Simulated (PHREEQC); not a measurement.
Consider water at 20 °C with 0.26 mol/kgw KCl. Closed to the air; pH follows from the charge balance.

Model: ion-association model, phreeqc.dat, run in PHREEQC.

Each row changes one thing in this solution. This is a speciation only: nothing precipitates in the calculation.

| case | pH | SI of Sylvite (KCl) |
|---|---|---|
| as made | 7.05 | -2.36 |
| temperature from 20 to 60 °C | 6.48 | -2.56 |
| diluted 5-fold with water | 7.07 | -3.62 |
| diluted 10-fold with water | 7.08 | -4.18 |
| temperature from 20 to 35 °C | 6.81 | -2.44 |
| KCl from 0.26 to 0.234 mol/kgw | 7.06 | -2.44 |
| 0.15 mol/kgw KOH added | 13.16 | -2.20 |
| diluted 100-fold with water | 7.08 | -6.09 |
| temperature from 20 to 50 °C | 6.60 | -2.52 |

Species that the database lacks are ignored. Away from 25 °C the constants follow the database's enthalpies or fits; those with neither stay at their 25 °C values.
